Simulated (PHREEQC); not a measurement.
Synthetic water in mg/kgw, 25 °C, pH 6.54, pe 9.6:

```csv
constituent,mg/kgw
Na,4.05
K,0.186
Ca,1.87
Mg,0.435
Cl,5.46
S(6) as SO4,5.73
Alkalinity as HCO3,1.67
B,0.0154
```

Valence states are taken as typed.

Model: ion-association model, phreeqc.dat, run in PHREEQC.

This is a speciation only: nothing precipitates in the calculation.

Q: Estimate the charge-balance error.

A: charge-balance error 1.5 %.

Q: In which forms is C present?

A: HCO3- 61 %, CO2 39 % of the C.

Species that the database lacks are ignored.
